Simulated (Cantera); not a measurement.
**Ignition delay**

Mixture: 32.0 % H2, 13.3 % O2, 54.7 % N2, equivalence ratio 1.2, at 5.00 bar, adiabatic and at constant pressure. Ignition delay is the time to a rise of 400 K.

Detailed kinetics in Cantera: GRI-Mech 3.0 (53 species, 325 reactions). The hydrogen kinetics of GRI-Mech 3.0 are dated; newer H2 mechanisms differ, most at raised pressure.

```json
[
 {"T0 (K)": "975", "delay (ms)": "20.4"},
 {"T0 (K)": "1075", "delay (ms)": "1.19"},
 {"T0 (K)": "1175", "delay (ms)": "0.0252"},
 {"T0 (K)": "1275", "delay (ms)": "0.00840"},
 {"T0 (K)": "1375", "delay (ms)": "0.00480"},
 {"T0 (K)": "1475", "delay (ms)": "0.00325"}
]
```

The apparent activation energy between 1275 and 1475 K is 74 kJ/mol.
